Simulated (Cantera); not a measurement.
Adiabatic ignition

An adiabatic, constant-volume homogeneous reactor starts with CH₄ : O₂ : N₂ = 1 : 3.23 : 14.2 (molar parts), equivalence ratio 0.62, at 1375 K and 3750 Torr.

Cantera simulation using GRI-Mech 3.0 (53 species, 325 reactions); the numbers are that mechanism's predictions, not measurements.

| t (s) | T (K) | P (bar) | x CH₄ | x O₂ | x H₂ | x NO₂ | x O | x NO |
|---|---|---|---|---|---|---|---|---|
| 3.00e-6 | 1375 | 5.00 | 0.0543 | 0.175 | 4.82e-9 | <1e-12 | 3.98e-10 | <1e-12 |
| 7.44e-6 | 1375 | 5.00 | 0.0543 | 0.175 | 1.43e-8 | <1e-12 | 6.66e-10 | <1e-12 |
| 1.84e-5 | 1375 | 5.00 | 0.0543 | 0.175 | 5.04e-8 | <1e-12 | 1.47e-9 | <1e-12 |
| 4.57e-5 | 1375 | 5.00 | 0.0543 | 0.175 | 2.52e-7 | <1e-12 | 4.52e-9 | <1e-12 |
| 0.000113 | 1375 | 5.00 | 0.0542 | 0.175 | 2.08e-6 | <1e-12 | 1.86e-8 | <1e-12 |
| 0.000281 | 1376 | 5.00 | 0.0540 | 0.175 | 1.99e-5 | <1e-12 | 5.27e-8 | <1e-12 |
| 0.000696 | 1385 | 5.04 | 0.0526 | 0.174 | 0.000215 | <1e-12 | 1.93e-7 | <1e-12 |
| 0.00172 | 2648 | 9.70 | <1e-12 | 0.0627 | 0.00153 | 8.76e-6 | 0.00234 | 0.00671 |
| 0.00427 | 2633 | 9.64 | <1e-12 | 0.0591 | 0.00149 | 1.82e-5 | 0.00213 | 0.0142 |
| 0.0106 | 2632 | 9.64 | <1e-12 | 0.0587 | 0.00148 | 1.91e-5 | 0.00211 | 0.0149 |
| 0.0263 | 2632 | 9.64 | <1e-12 | 0.0587 | 0.00148 | 1.91e-5 | 0.00211 | 0.0149 |
| 0.0651 | 2632 | 9.64 | <1e-12 | 0.0587 | 0.00148 | 1.91e-5 | 0.00211 | 0.0149 |
| 0.161 | 2632 | 9.64 | <1e-12 | 0.0587 | 0.00148 | 1.91e-5 | 0.00211 | 0.0149 |
| 0.400 | 2632 | 9.64 | <1e-12 | 0.0587 | 0.00148 | 1.91e-5 | 0.00211 | 0.0149 |
x: mole fraction; the columns are a selection and need not sum to one.

```yaml
time_of_steepest_temperature_rise: 1.09 ms
temperature at 0.400 s: 2632 K
equilibrium_temperature: 2632 K
x(CH₄) at 0.400 s: <1e-12 (gas-phase equilibrium <1e-12)
x(O₂) at 0.400 s: 0.0587 (gas-phase equilibrium 0.0587)
x(H₂) at 0.400 s: 0.00148 (gas-phase equilibrium 0.00148)
```
